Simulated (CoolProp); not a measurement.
Values from CoolProp's reference Helmholtz-energy equation of state, Lemmon 2006. It is a short technical equation, of lower accuracy than the large ones.

Problem. For acetone, give the phase and the speed of sound (m/s), fugacity coefficient at 534 K and 5750 kPa.

Solution. 
- 534 K and 5750 kPa: supercritical; speed of sound 165, fugacity coefficient 0.633
